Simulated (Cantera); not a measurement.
Standard-state values (1 bar) from the NASA 1993 polynomials, evaluated with Cantera. Values are per mole of reaction as written; species without (g) are pure solids or liquids, kept so even where they would boil at 1 bar. TaC: taken at fixed stoichiometry.

2 Ta2O5 + 9 C = 5 CO2(g) + 4 TaC

| T (K) | ΔH° (kJ) | ΔS° (J/K) | ΔG° (kJ) | log10 K |
|---|---|---|---|---|
| 2200 | [?] | [?] | [?] | [?] |
| 2250 | 1144.0 | 646.0 | -309.4 | 7.18 |
| 2300 | 1135.8 | 642.4 | -341.6 | 7.76 |
| 2350 | 1127.6 | 638.8 | -373.7 | 8.31 |
| 2400 | [?] | [?] | [?] | [?] |
| 2450 | [?] | [?] | [?] | [?] |

### Question
Fill in the missing entries.

### Answer

- 2200, ΔH° (kJ): 1152.4
- 2200, ΔS° (J/K): 649.7
- 2200, ΔG° (kJ): -277.0
- 2200, log10 K: 6.58
- 2400, ΔH° (kJ): 1119.5
- 2400, ΔS° (J/K): 635.4
- 2400, ΔG° (kJ): -405.5
- 2400, log10 K: 8.83
- 2450, ΔH° (kJ): 1111.4
- 2450, ΔS° (J/K): 632.1
- 2450, ΔG° (kJ): -437.2
- 2450, log10 K: 9.32
